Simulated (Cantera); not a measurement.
An isothermal plug-flow reactor at 698 K and 750 Torr (inlet), inlet velocity 1.2 m/s, active area per volume 190 1/m; feed CO : O₂ : N₂ = 0.0032 : 0.012 : 0.79 (molar parts), equivalence ratio 0.13.

Computed with Cantera and Deutschmann's 1995 Pt surface mechanism with GRI-Mech 3.0 gas chemistry. Catalytic surfaces can have several steady states; this one follows from the mechanism file's or the stated starting coverage. Mass transfer to the wall is taken as infinitely fast.

Problem. Predict: x(CO) at z = 0.0057 m; x(O₂) at z = 0.0057 m; x(CO₂) at z = 0.0057 m; θ(free Pt) at the exit; θ(O*) at the exit; θ(CO*) at the exit.

Solution. 
| Property | Result |
|---|---|
| x(CO) at z = 0.0057 m | 0.00203 |
| x(O₂) at z = 0.0057 m | 0.0139 |
| x(CO₂) at z = 0.0057 m | 0.00195 |
| θ(free Pt) at the exit | 0.119 |
| θ(O*) at the exit | 0.0188 |
| θ(CO*) at the exit | 0.862 |
